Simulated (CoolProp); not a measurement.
Properties of CF4 (R14) along the isotherm 179.9 K (Tc = 227.4 K, pc = 37.62 bar, ω = 0.178).

Computed with CoolProp (reference Helmholtz-energy equation of state, Platzer 1990). This equation is an older, rougher fit; its heat capacities, sound speeds and derivatives of the liquid may be far off and weren't checked against measurements.

```csv
p (bar),phase,Z,viscosity (µPa s),conductivity (mW/(m K)),fugacity coefficient
2.09,gas,0.9609,10.9,7.43,0.9623
4.18,gas,0.9182,11.1,7.60,0.9246
6.27,gas,0.8706,11.4,7.82,0.8866
8.36,liquid,0.03517,134,69.7,0.7352
10.5,liquid,0.04411,134,69.9,0.5907
12.5,liquid,0.05245,135,70.1,0.5003
14.6,liquid,0.06119,135,70.3,0.4322
16.7,liquid,0.06990,136,70.5,0.3812
18.8,liquid,0.07860,136,70.7,0.3416
```

Viscosity comes from a separate model (Huber 2003), an estimate that may be off by 10 % or more. Thermal conductivity comes from a separate model (Huber 2003), an estimate that may be off by 10 % or more.
